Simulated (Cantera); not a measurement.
## Thermodynamics of metals in furnace atmospheres, feed Cu + NH3 + H2

Feed: 1 mol Cu, 4.5 mol NH3, 34 mol H2, held at 3600 Torr.

Cantera equilibrium calculation (NASA polynomials, part measured and part estimated; ideal gas, pure solids and liquids). Candidate condensed phases: Cu; 11 gas species. Kinetics and transport are ignored.

```csv
T (K),log p H2,log p N2,log p NH3,log p Cu,n Cu(s),n Cu(l)
625,0.65,-0.70,-0.93,<-11,1.00,0
775,0.66,-0.61,-1.73,<-11,1.00,0
925,0.66,-0.60,-2.32,<-11,1.00,0
1075,0.66,-0.60,-2.75,-9.59,1.00,0
1225,0.66,-0.60,-3.08,-7.62,1.00,0
1375,0.66,-0.60,-3.34,-6.08,0,1.000
1525,0.66,-0.60,-3.55,-4.91,0,1.000
1675,0.66,-0.60,-3.73,-3.94,0,0.999
1825,0.66,-0.60,-3.87,-3.14,0,0.994
1975,0.66,-0.60,-3.99,-2.47,0,0.969
```
log p: log10 of the partial pressure in bar; n: condensed amount in mol.

From 625 K to 1225 K the condensed part is Cu(s). From 1375 K to 1975 K the condensed part is Cu(l).
